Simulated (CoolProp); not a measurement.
Saturation properties of carbon monoxide (Tc = -140.3 °C, pc = 3.498 MPa, ω = 0.050).

The numbers come from the reference Helmholtz-energy equation of state, Lemmon 2006 in CoolProp. It is a short technical equation, of lower accuracy than the large ones.

```
T (°C)   p (MPa)  liquid density (kg/m³)  enthalpy of vaporisation (kJ/kg)  vapour Z  surface tension (mN/m)
-------  -------  ----------------------  --------------------------------  --------  ----------------------
-190.55   0.1129                   789.0                             213.3    0.9554                    9.31
-186.55   0.1721                   771.1                             207.5    0.9399                    8.47
-182.55   0.2520                   752.5                             201.2    0.9213                    7.63
-178.55   0.3566                   733.1                             194.4    0.8996                    6.81
-174.55   0.4901                   712.8                             187.0    0.8745                    6.00
-170.55   0.6566                   691.3                             178.8    0.8459                    5.20
-166.45   0.8661                   667.7                             169.5    0.8126                    4.40
-162.45    1.113                   642.9                             159.2    0.7758                    3.64
-158.45    1.407                   615.8                             147.5    0.7339                    2.89
-154.45    1.752                   585.4                             133.9    0.6860                    2.18
-150.45    2.155                   550.2                             117.5    0.6297                    1.49
-146.45    2.623                   506.6                             96.54    0.5602                   0.837
```

It boils at -191.5 °C under 1 atm.

Surface tension comes from a separate correlation (Mulero 2012).
